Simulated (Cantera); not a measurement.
Input: 1 mol CuO, 480 mol H2, 49 mol N2, equilibrated at 550 °C and 0.100 bar.

Equilibrium computed with Cantera from the NASA thermochemical tables; the gas is ideal and each condensed phase is pure. Candidate condensed phases: Cu, CuO, Cu(OH)2, Cu2O, H2O; 27 gas species. Kinetics and transport are ignored.

What is the equilibrium state?


```
Item                                       Value
-------------------------------------  ---------
x(H2)                                      0.905
x(N2)                                     0.0926
x(H2O)                                   0.00189
x(NH3)                                   6.24e-5
n(Cu(s))                                1.00 mol
gas amount                             529.0 mol
log10 activity of Cu(OH)2(s) (absent)     -16.79
```
